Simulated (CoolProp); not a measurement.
The numbers come from the reference Helmholtz-energy equation of state, Span 2000 in CoolProp.

**Question.** For nitrogen, give the phase and the Z, expansivity (1/kK), conductivity (mW/(m K)) at -118.55 °C and 1390 kPa; -118.55 °C and 2320 kPa.

**Answer.** 
- -118.55 °C and 1390 kPa: gas; Z 0.925, expansivity 8.28, conductivity 15.6
- -118.55 °C and 2320 kPa: gas; Z 0.872, expansivity 9.97, conductivity 16.9

Thermal conductivity comes from a separate model (Lemmon 2004).
